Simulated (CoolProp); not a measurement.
n-perfluorobutane along the isobar 3.29 MPa: fugacity coefficient from the reference equation and from simpler models built on Tc = 386.3 K, pc = 2.322 MPa, ω = 0.372; each cubic takes its own stable root.

Computed with CoolProp (reference Helmholtz-energy equation of state, Gao 2022).

```
T (K)          phase  reference  Redlich-Kwong  Peng-Robinson
-----  -------------  ---------  -------------  -------------
323.5         liquid     0.1736         0.2320         0.1694
332.5         liquid     0.2116         0.2687         0.2066
341.6         liquid     0.2543         0.3079         0.2483
350.6         liquid     0.3004              …              …
359.6         liquid          …         0.3900         0.3413
368.7         liquid     0.4025         0.4327         0.3922
377.7         liquid     0.4564         0.4750         0.4437
386.7  supercritical     0.5108         0.5167              …
395.8  supercritical     0.5643         0.5571         0.5445
404.8  supercritical     0.6117         0.5941         0.5879
413.9  supercritical     0.6501         0.6268         0.6239
422.9  supercritical     0.6811         0.6541         0.6540
431.9  supercritical     0.7078         0.6776         0.6804
441    supercritical     0.7317         0.6987         0.7043
450    supercritical     0.7529         0.7175         0.7259
```

Fill in the missing entries.


- 350.6, Redlich-Kwong: 0.3483
- 350.6, Peng-Robinson: 0.2932
- 359.6, reference: 0.3498
- 386.7, Peng-Robinson: 0.4950
